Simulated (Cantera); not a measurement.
What does this Cantera script print?

```python
import numpy as np
import cantera as ct

gas = ct.Solution("gri30.yaml", transport_model="multicomponent")
show = ['H2', 'NO', 'H']

rows = []
print(f"{'T/K':>7s}{'rho':>11s}{'cp':>10s}{'mu':>11s}{'lambda':>11s}{'Pr':>7s}" + "".join(f"{'D_' + s:>11s}" for s in show))
for T in [400, 650, 900, 1150, 1400, 1650]:
    gas.TPX = T, 1200, {'NH3': 0.87, 'CO2': 0.57, 'CO': 0.8, 'CH3OH': 0.68}
    Pr = gas.cp_mass * gas.viscosity / gas.thermal_conductivity
    D = [gas.mix_diff_coeffs_mole[gas.species_index(s)] for s in show]
    rows.append([gas.density, gas.cp_mass, gas.viscosity, gas.thermal_conductivity, Pr, *D])
    print(f"{T:7g}{gas.density:11.4e}{gas.cp_mass:10.1f}{gas.viscosity:11.4e}"
          f"{gas.thermal_conductivity:11.4e}{Pr:7.3f}" + "".join(f"{d:11.4e}" for d in D))
print("SI units: kg/m3, J/kg/K, Pa s, W/m/K, m2/s")
```

Output:

```
    T/K        rho        cp         mu     lambda     Pr       D_H2       D_NO        D_H
    400 1.0392e-02    1374.6 1.7053e-05 3.3255e-02  0.705 1.0085e-02 2.5993e-03 1.5493e-02
    650 6.3950e-03    1680.2 2.6130e-05 6.2003e-02  0.708 2.3197e-02 6.1493e-03 3.7217e-02
    900 4.6186e-03    1911.1 3.4039e-05 9.1752e-02  0.709 4.0135e-02 1.0766e-02 6.5623e-02
   1150 3.6146e-03    2092.7 4.1077e-05 1.2128e-01  0.709 6.0458e-02 1.6315e-02 9.9822e-02
   1400 2.9691e-03    2226.4 4.7468e-05 1.4929e-01  0.708 8.3884e-02 2.2711e-02 1.3926e-01
   1650 2.5192e-03    2327.5 5.3366e-05 1.7576e-01  0.707 1.1021e-01 2.9896e-02 1.8357e-01
SI units: kg/m3, J/kg/K, Pa s, W/m/K, m2/s
```

Detailed kinetics in Cantera: GRI-Mech 3.0 (53 species, 325 reactions). Polar gases are described roughly by these parameters. The composition is frozen, though it would react at the higher temperatures.
